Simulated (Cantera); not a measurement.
Charge: 1 mol FeS, 0.15 mol SO3, 5.3 mol O2, at 1300 °C.

These are equilibrium values from Cantera (NASA tables, ideal gas, pure condensed phases), not measurements of a reactor. Candidate condensed phases: Fe, FeO, FeS, FeSO4, FeS2, Fe2O3, Fe2(SO4)3, Fe3O4, S; 12 gas species. Rates play no part.

x: gas mole fraction; n: condensed amount in mol.

```
P (Pa)    x O2  x SO2     x SO3  x O     x SO  n Fe3O4(s)  n Fe2O3(s)
-------  -----  -----  --------  ---  -------  ----------  ----------
1000     0.763  0.236  0.000540    ?  2.93e-6       0.333           0
3500     0.763  0.236   0.00101    ?  1.56e-6       0.333           0
13000    0.759  0.239   0.00197    ?  8.24e-7           0       0.500
45000    0.759  0.238   0.00364    ?  4.40e-7           0       0.500
160000   0.758  0.235   0.00678    ?  2.31e-7           0       0.500
560000   0.758  0.230    0.0124    ?  1.21e-7           0       0.500
2000000  0.756  0.221    0.0225    ?  6.15e-8           0       0.500
```

Question: Complete the blanks.

Answer: 
- 1000, x O: 9.14e-5
- 3500, x O: 4.89e-5
- 13000, x O: 2.53e-5
- 45000, x O: 1.36e-5
- 160000, x O: 7.20e-6
- 560000, x O: 3.85e-6
- 2000000, x O: 2.04e-6
